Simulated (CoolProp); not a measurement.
A simple Rankine cycle with benzene: condensing at 293.15 K, boiler at 3.94 MPa, turbine inlet 546.6 K, turbine efficiency 0.75, pump efficiency 0.8, no recuperator. Each further row changes one setting.

Computed with CoolProp (reference Helmholtz-energy equation of state, Thol 2012).

```
case                             thermal efficiency (%)  net work (kJ/kg)  heat in (kJ/kg)  turbine exit temperature (K)  volume ratio over the turbine
-------------------------------  ----------------------  ----------------  ---------------  ----------------------------  -----------------------------
as stated                                          24.6               176              713                         376.7                            509
turbine inlet 566.6 K                              24.9               193              774                         407.5                            439
condensing temperature 285.15 K                    25.6               186              727                         369.0                            743
boiler pressure 2.76 MPa                           24.2               184              762                         405.5                            [?]
turbine efficiency 0.65                            21.2               151              713                           [?]                            [?]
```

Question: What belongs in the gaps?

Answer: 
- boiler pressure 2.76 MPa, volume ratio over the turbine: 276
- turbine efficiency 0.65, turbine exit temperature (K): 393.9
- turbine efficiency 0.65, volume ratio over the turbine: 533
